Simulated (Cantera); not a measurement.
Transport properties of process gases

Gas mixture: N2O = 0.64 (molar parts), at 6.75 Torr, frozen composition.

Cantera's kinetic-theory transport with the Lennard-Jones parameters of GRI-Mech 3.0, ideal gas; thermal conductivity in the multicomponent form. The composition is frozen, though it would react at the higher temperatures.

| T (K) | ρ (kg/m³) | cp (J/kg/K) | μ (µPa s) | λ (mW/m/K) | Pr | D (cm²/s) NO | D (cm²/s) CH4 | D (cm²/s) NH3 |
|---|---|---|---|---|---|---|---|---|
| 400 | 0.0119 | 970.3 | 19.5 | 25.3 | 0.746 | 29.1 | 32.7 | 31.8 |
| 650 | 0.00733 | 1127 | 29.1 | 44.1 | 0.744 | 68.1 | 77.7 | 80.0 |
| 900 | 0.00529 | 1227 | 37.1 | 61.4 | 0.741 | 119 | 136 | 145 |
| 1150 | 0.00414 | 1285 | 44.1 | 76.8 | 0.738 | 179 | 206 | 223 |
| 1400 | 0.00340 | 1327 | 50.5 | 91.0 | 0.736 | 249 | 287 | 314 |
| 1650 | 0.00289 | 1359 | 56.4 | 104 | 0.734 | 327 | 378 | 416 |
| 1900 | 0.00251 | 1384 | 61.9 | 117 | 0.733 | 414 | 479 | 529 |
| 2150 | 0.00222 | 1402 | 67.2 | 129 | 0.732 | 508 | 588 | 652 |
D: mixture-averaged diffusion coefficient of that species in the mixture.
